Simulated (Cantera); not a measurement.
Source: NASA polynomial tables (part measured, part estimated), evaluated in Cantera. Values are per mole of reaction as written; species without (g) are pure solids or liquids, kept so even where they would boil at 1 bar. The tables' values for BOCl are old estimates.

Between 623 and 2623 K, where is each reaction favourable under standard conditions?
- 2 Cl(g) + B2O3(g) ⇌ 2 BOCl(g) + O(g)


- 2 Cl(g) + B2O3(g) ⇌ 2 BOCl(g) + O(g): ΔG° is 196 kJ at 623 K and 161 kJ at 2623 K; it stays positive (K < 1). ΔH° is 201 kJ and ΔS° 15 J/K at 2623 K.
